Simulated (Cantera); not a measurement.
An isothermal, constant-pressure homogeneous reactor starts with 1.85 % CH4, 97.9 % H2, 0.222 % H2O, at 1673 K and 1.00 bar.

Model: GRI-Mech 3.0 (53 species, 325 reactions), integrated in Cantera. GRI-Mech 3.0 stops at C3 and has no aromatics, soot or wall deposition, so with more carbon than oxygen in the feed, carbon stays in small species such as C2H2 where larger ones or solid carbon would form.

x: mole fraction; the columns are a selection and need not sum to one.

```json
[
 {"t (s)": "2.00e-6", "x CH4": "0.0185", "x H2": "0.979", "x C2H2": "<1e-12", "x H": "5.44e-7", "x C2H": "<1e-12"},
 {"t (s)": "8.76e-6", "x CH4": "0.0185", "x H2": "0.979", "x C2H2": "<1e-12", "x H": "2.53e-6", "x C2H": "<1e-12"},
 {"t (s)": "3.84e-5", "x CH4": "0.0185", "x H2": "0.979", "x C2H2": "2.00e-12", "x H": "1.12e-5", "x C2H": "<1e-12"},
 {"t (s)": "0.000168", "x CH4": "0.0185", "x H2": "0.979", "x C2H2": "[?]", "x H": "[?]", "x C2H": "<1e-12"},
 {"t (s)": "0.000737", "x CH4": "0.0184", "x H2": "0.979", "x C2H2": "1.00e-6", "x H": "0.000106", "x C2H": "<1e-12"},
 {"t (s)": "0.00323", "x CH4": "0.0183", "x H2": "0.979", "x C2H2": "[?]", "x H": "0.000111", "x C2H": "1.64e-11"},
 {"t (s)": "0.0141", "x CH4": "0.0180", "x H2": "0.979", "x C2H2": "0.000185", "x H": "0.000111", "x C2H": "1.03e-10"},
 {"t (s)": "0.0620", "x CH4": "0.0167", "x H2": "0.980", "x C2H2": "0.000788", "x H": "0.000111", "x C2H": "4.38e-10"},
 {"t (s)": "0.271", "x CH4": "0.0132", "x H2": "0.982", "x C2H2": "0.00241", "x H": "0.000112", "x C2H": "1.35e-9"},
 {"t (s)": "1.19", "x CH4": "0.0100", "x H2": "0.984", "x C2H2": "0.00388", "x H": "0.000114", "x C2H": "2.19e-9"},
 {"t (s)": "5.21", "x CH4": "0.00975", "x H2": "0.984", "x C2H2": "0.00390", "x H": "0.000114", "x C2H": "2.21e-9"},
 {"t (s)": "22.8", "x CH4": "0.00948", "x H2": "0.984", "x C2H2": "0.00369", "x H": "0.000114", "x C2H": "2.09e-9"},
 {"t (s)": "100", "x CH4": "0.00908", "x H2": "0.985", "x C2H2": "0.00339", "x H": "0.000114", "x C2H": "1.92e-9"}
]
```

Some entries are withheld; supply them.


- 0.000168, x C2H2: 1.64e-9
- 0.000168, x H: 4.63e-5
- 0.00323, x C2H2: 2.96e-5
